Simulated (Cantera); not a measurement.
Feed: 1 mol CH₃OH, 0.41 mol H₂O, 26 mol N₂, equilibrated at 1325 °C and 21000 Torr.

Equilibrium computed with Cantera from the NASA thermochemical tables; the gas is ideal and each condensed phase is pure. Candidate condensed phases: C, C₆H₆, C₇H₈, C₈H₁₈, H₂O; 136 gas species. Equilibrium is a limit: real reactors are often held back by kinetics, nucleation or transport.

Base state: N₂ 0.884, H₂ 0.0698, CO 0.0321, H₂O 0.0121, CO₂ 0.00186, NH₃ 2.28e-5 (mole fractions); condensed: gas only.

Problem. What changes in the equilibrium state with this change: H₂O from 0.41 to 5.6 mol?

Solution. 
| species | before | after |
|---|---|---|
| N₂ | 0.884 | 0.751 |
| H₂O | 0.0121 | 0.150 |
| H₂ | 0.0698 | 0.0698 |
| CO | 0.0321 | 0.0168 |
| CO₂ | 0.00186 | 0.0121 |
| NH₃ | 2.28e-5 | 2.10e-5 |
